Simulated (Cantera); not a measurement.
What does this Cantera script print?

```python
import numpy as np
import cantera as ct

gas = ct.Solution("h2o2.yaml")
gas.TPX = 1025, 2666, {'H2': 0.08, 'O2': 1}
reactor = ct.IdealGasConstPressureReactor(gas, energy="off", clone=False)
net = ct.ReactorNet([reactor])
net.rtol, net.atol = 1e-08, 1e-18
show = ['H2', 'O2', 'H2O2', 'OH', 'O', 'H']
times = np.geomspace(2e-06, 60, 13)

steps = ct.SolutionArray(gas, extra=["t"])
rows = []
print(f"{'t/s':>10s}{'T/K':>9s}{'P/Pa':>11s}" + "".join(f"{s:>11s}" for s in show))
for t in times:
    while net.time < t:
        t_next = net.step()
        steps.append(gas.state, t=t_next)
    rows.append([np.interp(t, steps.t, y) for y in (steps.T, steps.P, *steps(*show).X.T)])
    print(f"{t:10.3e}{rows[-1][0]:9.1f}{rows[-1][1]:11.4g}" + "".join(f"{x:11.3e}" for x in rows[-1][2:]))
rate = np.gradient(steps.T, steps.t)
print("integrator steps:", len(steps.t))
if steps.T.max() > steps.T[0] + 200:
    print(f"time of steepest temperature rise: {steps.t[rate.argmax()]:.4e} s")
gas.TPX = 1025, 2666, {'H2': 0.08, 'O2': 1}
gas.equilibrate("TP")
print(f"equilibrium (TP): T = {gas.T:.1f} K  " + "  ".join(f"{s} {gas[s].X[0]:.3e}" for s in show))
```

Output:

```
       t/s      T/K       P/Pa         H2         O2       H2O2         OH          O          H
 2.000e-06   1025.0       2666  7.407e-02  9.259e-01  1.081e-17  8.749e-14  8.880e-14  5.097e-12
 8.397e-06   1025.0       2666  7.407e-02  9.259e-01  1.874e-16  1.387e-12  1.471e-12  2.040e-11
 3.525e-05   1025.0       2666  7.407e-02  9.259e-01  3.312e-15  1.790e-11  2.241e-11  7.608e-11
 1.480e-04   1025.0       2666  7.407e-02  9.259e-01  5.901e-14  1.845e-10  3.314e-10  3.767e-10
 6.214e-04   1025.0       2666  7.407e-02  9.259e-01  1.263e-12  1.407e-08  2.947e-08  2.423e-08
 2.609e-03   1025.0       2666  2.008e-02  8.971e-01  7.721e-07  4.420e-03  1.696e-02  1.875e-02
 1.095e-02   1025.0       2666  3.930e-04  9.184e-01  3.183e-07  9.145e-04  4.078e-03  8.066e-04
 4.599e-02   1025.0       2666  2.080e-05  9.228e-01  1.825e-07  1.959e-04  2.256e-04  9.492e-06
 1.931e-01   1025.0       2666  1.185e-06  9.230e-01  6.179e-08  5.265e-05  1.578e-05  1.779e-07
 8.107e-01   1025.0       2666  1.052e-07  9.231e-01  1.687e-08  1.806e-05  1.843e-06  7.112e-09
 3.404e+00   1025.0       2666  1.514e-08  9.231e-01  4.416e-09  7.345e-06  3.066e-07  4.808e-10
 1.429e+01   1025.0       2666  2.831e-09  9.231e-01  1.123e-09  3.272e-06  6.109e-08  4.266e-11
 6.000e+01   1025.0       2666  6.045e-10  9.231e-01  2.810e-10  1.532e-06  1.342e-08  4.393e-12
integrator steps: 1939
equilibrium (TP): T = 1025.0 K  H2 8.927e-11  O2 9.231e-01  H2O2 4.644e-11  OH 5.838e-07  O 1.954e-09  H 2.538e-13
```

Computed with Cantera and the H2/O2 subset of GRI-Mech 3.0, which has no nitrogen chemistry. Radical loss at walls, strong at low pressure, is not modelled. The temperature is held fixed by assumption; the heat of reaction is taken as removed at once.
